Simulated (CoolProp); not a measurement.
Properties of nitrogen along the isobar 101 kPa.

Computed with CoolProp (reference Helmholtz-energy equation of state, Span 2000).

```
T (°C)   phase  density (kg/m³)  isothermal compressibility (1/MPa)  Prandtl number
-------  -----  ---------------  ----------------------------------  --------------
-152.85    gas            2.861                               10.02           0.773
-137.25    gas            2.524                               9.980             [?]
-121.75    gas            2.260                               9.957           0.754
-106.15    gas            2.046                               9.942             [?]
-90.55     gas            1.869                               9.931           0.742
-75.05     gas            1.722                               9.923           0.738
-59.45     gas            1.595                               9.917           0.733
-43.85     gas            1.486                               9.913           0.730
-28.35     gas            1.391                               9.910           0.727
-12.75     gas            1.308                               9.907             [?]
```

Question: Complete the blanks.

Answer: 
- -137.25, Prandtl number: 0.762
- -106.15, Prandtl number: 0.748
- -12.75, Prandtl number: 0.724

Viscosity comes from a separate model (Lemmon 2004). Thermal conductivity comes from a separate model (Lemmon 2004).
